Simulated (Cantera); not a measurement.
Input (Python, Cantera) and output of one run.

```python
import numpy as np
import cantera as ct

gas_names = """
    N N2 Zr ZrN
""".split()
cond_names = """
    Zr(a) Zr(b) Zr(L) ZrN(s) ZrN(L)
""".split()


def load(file, names, dense=False):
    # The tables refer to 1 bar. Condensed volumes are neglected.
    table = {s.name: s for s in ct.Species.list_from_file(file)}
    out = []
    for n in names:
        d = dict(table[n].input_data)
        d["thermo"] = dict(d["thermo"], **{"reference-pressure": 1e5})
        if dense:
            d["equation-of-state"] = {"model": "constant-volume", "density": "1e6 g/cm^3"}
        out.append(ct.Species.from_dict(d))
    return out


gas = ct.Solution(thermo="ideal-gas", species=load("nasa_gas.yaml", gas_names))
cond = {s.name: ct.Solution(thermo="fixed-stoichiometry", species=[s], name=s.name)
        for s in load("nasa_condensed.yaml", cond_names, dense=True)}
atoms = {
    'Zr': {'Zr': 1},
    'N2': {'N': 2},
}
top_T = {}  # K; cautious upper limits of use, not melting points


def equilibrate(T, P, feed):
    n = {}
    for name, mol in feed.items():
        for a, k in atoms[name].items():
            n[a] = n.get(a, 0.0) + k * mol
    gas.TPX = T, P, n
    mass = sum(n.values()) * gas.mean_molecular_weight
    gas.equilibrate("TP")
    valid = [c for c in cond.values() if c.min_temp <= T <= top_T.get(c.name, c.max_temp)]
    mix = ct.Mixture([(gas, mass / gas.mean_molecular_weight)] + [(c, 0.0) for c in valid])
    mix.T, mix.P = T, P
    mix.equilibrate("TP", solver="vcs", rtol=1e-11, max_steps=5000)
    return mix


results = []
feed = {'Zr': 1, 'N2': 1.8}  # mol
T = 1675  # K
P = 29000  # Pa
mix = equilibrate(T, P, feed)
results.append((T, P, feed, dict(zip(mix.species_names, mix.species_moles))))
x = sorted(zip(gas.X, gas.species_names), reverse=True)
print(f"T = {T:g} K  P = {P:g} Pa  gas = {mix.phase_moles(0):.4g} mol")
print("   x: " + "  ".join(f"{s} {v:.3e}" for v, s in x if v > 0.001))
print("   condensed (mol): " + ("  ".join(f"{mix.phase(i).name} {mix.phase_moles(i):.4g}"
      for i in range(1, mix.n_phases) if mix.phase_moles(i) > 1e-12) or "none"))
```

Output:

```
T = 1675 K  P = 29000 Pa  gas = 1.3 mol
   x: N2 1.000e+00
   condensed (mol): ZrN(s) 1
```

Equilibrium computed with Cantera from the NASA thermochemical tables; the gas is ideal and each condensed phase is pure. ZrN: taken at fixed stoichiometry.
